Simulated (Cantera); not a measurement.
An adiabatic, constant-volume homogeneous reactor starts with 8.46 % C3H8, 19.2 % O2, 72.3 % N2, at 1100 K and 1.01 bar.

Detailed kinetics in Cantera: GRI-Mech 3.0 (53 species, 325 reactions). GRI-Mech 3.0 was tuned for natural gas; its chemistry of propane as a main component is partial and can be far from experiment.

x: mole fraction; the columns are a selection and need not sum to one.

```tsv
t (s)	T (K)	P (bar)	x C3H8	x O2	x C2H2	x C2H	x CO	x CH3	x NO
6.00e-6	1100	1.01	0.0846	0.192	<1e-12	<1e-12	<1e-12	?	<1e-12
1.47e-5	1100	1.01	0.0846	0.192	<1e-12	<1e-12	<1e-12	?	<1e-12
3.61e-5	1100	1.01	0.0846	0.192	<1e-12	<1e-12	1.37e-12	?	<1e-12
8.86e-5	1100	1.01	0.0846	0.192	<1e-12	<1e-12	2.58e-11	?	<1e-12
0.000217	1100	1.01	0.0846	0.192	5.75e-12	<1e-12	7.32e-10	?	<1e-12
0.000533	1100	1.01	0.0846	0.192	1.56e-10	<1e-12	2.51e-8	?	<1e-12
0.00131	1100	1.01	0.0844	0.192	2.52e-9	<1e-12	4.02e-7	1.82e-5	<1e-12
0.00321	1100	1.01	0.0841	0.192	2.21e-8	<1e-12	3.36e-6	1.89e-5	<1e-12
0.00788	1100	1.01	0.0832	0.191	1.62e-7	<1e-12	2.39e-5	1.96e-5	<1e-12
0.0193	1100	1.02	0.0806	0.190	1.23e-6	<1e-12	0.000177	?	<1e-12
0.0474	1122	1.05	0.0660	0.181	2.11e-5	<1e-12	0.00283	?	<1e-12
0.116	2485	3.02	<1e-12	2.49e-6	1.14e-12	<1e-12	0.178	1.92e-10	6.45e-5
0.285	2485	3.02	<1e-12	2.49e-6	1.14e-12	<1e-12	0.178	1.92e-10	6.45e-5
0.700	2485	3.02	<1e-12	2.49e-6	1.14e-12	<1e-12	0.178	1.92e-10	6.45e-5
```

### Question
What belongs in the gaps?

### Answer

- 6.00e-6, x CH3: 1.27e-7
- 1.47e-5, x CH3: 3.23e-7
- 3.61e-5, x CH3: 8.19e-7
- 8.86e-5, x CH3: 2.11e-6
- 0.000217, x CH3: 5.70e-6
- 0.000533, x CH3: 1.40e-5
- 0.0193, x CH3: 2.17e-5
- 0.0474, x CH3: 4.74e-5
